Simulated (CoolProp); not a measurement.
Vapour-liquid equilibrium of CHF3 (R23) (1) + R134a (2) at 0.412 MPa; x and y are mole fractions of (1).

The numbers come from the multi-fluid Helmholtz-energy mixture model, Penoncello 2003 and Tillner-Roth 1994; pair parameters Bell 2016 in CoolProp.

Give the bubble temperature and the first vapour's composition at x = 0.45, 0.65, 0.85. Is there an azeotrope?

x = 0.45: 240.0 K, y = 0.888; x = 0.65: 230.5 K, y = 0.955; x = 0.85: 223.6 K, y = 0.987. No azeotrope shows between x = 0.05 and 0.95.

Pair parameters are fitted to limited data, so mixtures are less certain than the pure fluids.
